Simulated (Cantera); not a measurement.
A closed system holds: 1 mol TEOS, 0.26 mol NO, 51 mol N2, 0.31 mol H2O, equilibrated at 69.0 Pa.

These are equilibrium values from Cantera (NASA tables, ideal gas, pure condensed phases), not measurements of a reactor. Candidate condensed phases: C, C6H6, C7H8, C8H18, H2O, Si, SiC, SiO2, Si2N2O, Si3N4; 151 gas species. The feed counts by its element totals alone. Kinetics and transport are ignored. All values below are at 1373 K.

Base state: N2 0.779, H2 0.158, CO 0.0626, HCN 0.000139, SiO 6.28e-5, H 5.05e-5 (mole fractions); condensed: C(graphite) + Si2N2O(s).

Question: What changes in the equilibrium state with this change: TEOS replaced by Si2H6?

Answer: 
```tsv
species	before	after
N2	0.779	0.938
H2	0.158	0.0621
H	5.05e-5	3.16e-5
CO	0.0626	0
SiO	6.28e-5	7.18e-6
HCN	0.000139	0
C(graphite), mol	3.92	0
Si2N2O(s), mol	0.498	0.570
Si3N4(s), mol	0	0.287
```
Mutual solubility and eutectic melting of coexisting phases are not modelled.
